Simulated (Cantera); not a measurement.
An adiabatic, constant-volume homogeneous reactor starts with CH₄ : H₂ : O₂ : N₂ = 1 : 0.19 : 2.62 : 9.85 (molar parts), at 998 K and 0.345 atm.

Cantera simulation using GRI-Mech 3.0 (53 species, 325 reactions); the numbers are that mechanism's predictions, not measurements. Below about 1000 K GRI-Mech 3.0 lacks low-temperature oxidation paths.

x: mole fraction; the columns are a selection and need not sum to one.

| t (s) | T (K) | P (bar) | x CH₄ | x H₂ | x O₂ | x HCO | x NO | x H | x O |
|---|---|---|---|---|---|---|---|---|---|
| 3.00e-6 | 998 | 0.350 | 0.0732 | 0.0139 | 0.192 | <1e-12 | <1e-12 | 1.64e-12 | <1e-12 |
| 1.55e-5 | 998 | 0.350 | 0.0732 | 0.0139 | 0.192 | <1e-12 | <1e-12 | 4.97e-12 | <1e-12 |
| 8.04e-5 | 998 | 0.350 | 0.0732 | 0.0139 | 0.192 | <1e-12 | <1e-12 | 7.75e-12 | 2.08e-12 |
| 0.000416 | 998 | 0.350 | 0.0732 | 0.0139 | 0.192 | <1e-12 | <1e-12 | 1.60e-11 | 4.37e-12 |
| 0.00215 | 998 | 0.350 | 0.0732 | 0.0139 | 0.192 | <1e-12 | <1e-12 | 8.44e-11 | 2.34e-11 |
| 0.0111 | 998 | 0.350 | 0.0732 | 0.0139 | 0.192 | <1e-12 | <1e-12 | [?] | [?] |
| 0.0577 | 1002 | 0.351 | 0.0727 | 0.0138 | 0.192 | 1.27e-10 | <1e-12 | [?] | [?] |
| 0.299 | 2603 | 0.926 | <1e-12 | 0.00715 | 0.0392 | 6.94e-9 | 0.0112 | 0.00343 | 0.00487 |
| 1.55 | 2603 | 0.926 | <1e-12 | 0.00715 | 0.0392 | 6.94e-9 | 0.0112 | 0.00343 | 0.00487 |
| 8.00 | 2603 | 0.926 | <1e-12 | 0.00715 | 0.0392 | 6.94e-9 | 0.0112 | 0.00343 | 0.00487 |

Q: Some entries are withheld; supply them.

A: 
- 0.0111, x H: 6.17e-9
- 0.0111, x O: 1.71e-9
- 0.0577, x H: 1.09e-7
- 0.0577, x O: 2.87e-8
